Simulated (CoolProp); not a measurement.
A Linde-Hampson liquefier for carbon monoxide: isothermal reversible compression at 200 K from 1 atm to 5 MPa, throttling to 1 atm, return gas leaving the recuperator 10 K below the feed. Each further row changes one setting.

Computed with CoolProp (reference Helmholtz-energy equation of state, Lemmon 2006). It is a short technical equation, of lower accuracy than the large ones.

| case | liquid yield per pass | compression work (kJ/kg of gas) |
|---|---|---|
| as stated | 0.054 | 224 |
| high pressure 10 MPa | 0.140 | 259 |
| warm-end temperature 230 K | 0.030 | 261 |
| warm-end gap 15 K | 0.039 | 224 |
